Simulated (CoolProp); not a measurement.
The numbers come from the reference Helmholtz-energy equation of state, Lemmon 2022 in CoolProp.

**Question.** Give the vapour pressure (bar), liquid density (kg/m³), vapour density (kg/m³), enthalpy of vaporisation (kJ/kg) of saturated R1234yf at 262.4, 293.1, 298.3 K.

**Answer.** 
```tsv
T (K)	p (bar)	liquid density (kg/m³)	vapour density (kg/m³)	enthalpy of vaporisation (kJ/kg)
262.4	2.16	1210	12.2	170
293.1	5.91	1110	32.7	149
298.3	6.86	1090	38.1	145
```
